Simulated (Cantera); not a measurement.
Feed: 1 mol borazine, 11 mol H2O, 0.3 mol H2, at 1775 K and 60.0 mbar.

Method: chemical equilibrium by Gibbs-energy minimisation in Cantera with the NASA 1993 tables (ideal gas, pure condensed phases). Candidate condensed phases: B, BN, B2O3, B3O3H3, H2O; 39 gas species. The feed counts by its element totals alone. Kinetics and transport are ignored.

Base state: H2 0.450, H2O 0.296, HBO2 0.160, N2 0.0867, B2O3 0.00611, H 0.000792, HBO 0.000562, OH 3.24e-5 (mole fractions); condensed: gas only.

### Question
What changes in the equilibrium state with this change: H2O from 11 to 2.7 mol?

### Answer
| species | before | after |
|---|---|---|
| H2 | 0.450 | 0.758 |
| N2 | 0.0867 | 0.124 |
| HBO | 0.000562 | 0.0411 |
| H2O | 0.296 | 0.00103 |
| HBO2 | 0.160 | 0.0243 |
| B2O3 | 0.00611 | 0.0401 |
| B3O3H3 | <1e-9 | 1.97e-5 |
| B2O2 | 2.80e-6 | 0.00890 |
| OH | 3.24e-5 | 8.71e-8 |
| BN(s), mol | 0 | 1.12 |
| B2O3(l), mol | 0 | 0.319 |
Mutual solubility and eutectic melting of coexisting phases are not modelled.
